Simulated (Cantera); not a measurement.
A Cantera script and what it prints.

```python
import numpy as np
import cantera as ct

gas_names = [...]  # 110 gases of nasa_gas.yaml made of C, H, O
cond_names = """
    C(gr) C6H6(L) C7H8(L) C8H18(L),n-octa H2O(s) H2O(L)
""".split()


# ... load() reads the species with a 1 bar reference pressure and builds the phases ...
atoms = {
    'toluene': {'C': 7, 'H': 8},
    'H2O': {'H': 2, 'O': 1},
    'H2': {'H': 2},
}
top_T = {'C(gr)': 4500}  # K; cautious upper limits of use, not melting points


# ... equilibrate(T, P, feed) seeds the gas with the atoms and calls Mixture.equilibrate('TP', solver="vcs", rtol=1e-11, max_steps=5000) ...
results = []
feed = {'toluene': 1, 'H2O': 0.79, 'H2': 13}  # mol
P = 101325  # Pa
for T in [500, 600, 700, 800, 900, 1000, 1100, 1200, 1300, 1400, 1500, 1600, 1700, 1800]:
    mix = equilibrate(T, P, feed)
    results.append((T, P, feed, dict(zip(mix.species_names, mix.species_moles))))
    x = sorted(zip(gas.X, gas.species_names), reverse=True)
    print(f"T = {T:g} K  P = {P:g} Pa  gas = {mix.phase_moles(0):.4g} mol")
    print("   x: " + "  ".join(f"{s} {v:.3e}" for v, s in x if v > 1e-05))
    print("   condensed (mol): " + ("  ".join(f"{mix.phase(i).name} {mix.phase_moles(i):.4g}"
          for i in range(1, mix.n_phases) if mix.phase_moles(i) > 1e-12) or "none"))
```

It prints:

```
T = 500 K  P = 101325 Pa  gas = 10.79 mol
   x: CH4 6.487e-01  H2 2.780e-01  H2O 7.322e-02
   condensed (mol): none
T = 600 K  P = 101325 Pa  gas = 10.79 mol
   x: CH4 6.487e-01  H2 2.781e-01  H2O 7.320e-02
   condensed (mol): none
T = 700 K  P = 101325 Pa  gas = 10.83 mol
   x: CH4 6.447e-01  H2 2.836e-01  H2O 6.997e-02  CO2 1.229e-03  CO 5.290e-04
   condensed (mol): none
T = 800 K  P = 101325 Pa  gas = 12.77 mol
   x: H2 5.411e-01  CH4 3.988e-01  H2O 5.408e-02  CO 4.215e-03  CO2 1.778e-03
   condensed (mol): C(gr) 1.829
T = 900 K  P = 101325 Pa  gas = 15.25 mol
   x: H2 7.648e-01  CH4 1.850e-01  H2O 3.172e-02  CO 1.686e-02  CO2 1.609e-03
   condensed (mol): C(gr) 3.897
T = 1000 K  P = 101325 Pa  gas = 17.09 mol
   x: H2 8.796e-01  CH4 7.485e-02  CO 3.325e-02  H2O 1.171e-02  CO2 6.353e-04
   condensed (mol): C(gr) 5.142
T = 1100 K  P = 101325 Pa  gas = 17.96 mol
   x: H2 9.250e-01  CO 4.032e-02  CH4 3.112e-02  H2O 3.381e-03  CO2 1.454e-04
   condensed (mol): C(gr) 5.714
T = 1200 K  P = 101325 Pa  gas = 18.3 mol
   x: H2 9.426e-01  CO 4.206e-02  CH4 1.422e-02  H2O 1.042e-03  CO2 3.388e-05
   condensed (mol): C(gr) 5.969
T = 1300 K  P = 101325 Pa  gas = 18.44 mol
   x: H2 9.500e-01  CO 4.245e-02  CH4 7.191e-03  H2O 3.725e-04
   condensed (mol): C(gr) 6.084
T = 1400 K  P = 101325 Pa  gas = 18.5 mol
   x: H2 9.533e-01  CO 4.254e-02  CH4 3.978e-03  H2O 1.530e-04
   condensed (mol): C(gr) 6.139
T = 1500 K  P = 101325 Pa  gas = 18.53 mol
   x: H2 9.550e-01  CO 4.255e-02  CH4 2.375e-03  H2O 7.071e-05  H 1.709e-05
   condensed (mol): C(gr) 6.167
T = 1600 K  P = 101325 Pa  gas = 18.55 mol
   x: H2 9.558e-01  CO 4.255e-02  CH4 1.511e-03  H 5.281e-05  H2O 3.602e-05  C2H2,acetylene 2.629e-05
   condensed (mol): C(gr) 6.182
T = 1700 K  P = 101325 Pa  gas = 18.56 mol
   x: H2 9.562e-01  CO 4.254e-02  CH4 1.015e-03  H 1.431e-04  C2H2,acetylene 7.019e-05  H2O 1.989e-05
   condensed (mol): C(gr) 6.189
T = 1800 K  P = 101325 Pa  gas = 18.57 mol
   x: H2 9.562e-01  CO 4.253e-02  CH4 7.129e-04  H 3.478e-04  C2H2,acetylene 1.677e-04  H2O 1.175e-05
   condensed (mol): C(gr) 6.191
```

Method: chemical equilibrium by Gibbs-energy minimisation in Cantera with the NASA 1993 tables (ideal gas, pure condensed phases).
